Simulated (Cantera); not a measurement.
Input: 1 mol Si3N4, 10 mol HCl, a varied amount of H2, 0.95 mol Cl2, at 1827 °C and 13.0 mbar.

Equilibrium computed with Cantera from the NASA thermochemical tables; the gas is ideal and each condensed phase is pure. Candidate condensed phases: NH4Cl, Si, Si3N4; 28 gas species. The tables' values for SiCl3, SiCl, SiN are old estimates; treat these amounts as uncertain. Gases not in the tables: Si2H6 and higher silanes. The numbers say what is thermodynamically allowed, not how fast it happens.

x: gas mole fraction; nothing condenses.

| n(H2) (mol) | x H2 | x HCl | x SiCl2 | x N2 | x H | x Cl |
|---|---|---|---|---|---|---|
| 0.51 | 0.190 | 0.413 | 0.212 | 0.146 | 0.0119 | 0.0190 |
| 0.81 | 0.207 | 0.405 | 0.207 | 0.143 | 0.0124 | 0.0179 |
| 1.3 | … | 0.393 | 0.200 | 0.138 | 0.0132 | … |
| 2.1 | 0.270 | 0.375 | 0.189 | 0.131 | 0.0142 | 0.0145 |
| 3.4 | … | 0.348 | … | … | … | … |
| 5.5 | 0.394 | 0.312 | 0.152 | 0.106 | 0.0172 | 0.01000 |
| 8.8 | 0.478 | 0.269 | 0.127 | 0.0902 | 0.0189 | 0.00783 |
| 14 | 0.569 | 0.223 | 0.0992 | 0.0727 | 0.0206 | 0.00595 |
| 23 | 0.662 | 0.175 | 0.0700 | 0.0544 | 0.0222 | 0.00433 |
| 36 | 0.737 | 0.137 | 0.0469 | 0.0398 | 0.0235 | 0.00321 |

Task: Fill in the missing entries.

Result: 
- 1.3, x H2: 0.232
- 1.3, x Cl: 0.0164
- 3.4, x H2: 0.323
- 3.4, x SiCl2: 0.173
- 3.4, x N2: 0.120
- 3.4, x H: 0.0155
- 3.4, x Cl: 0.0123
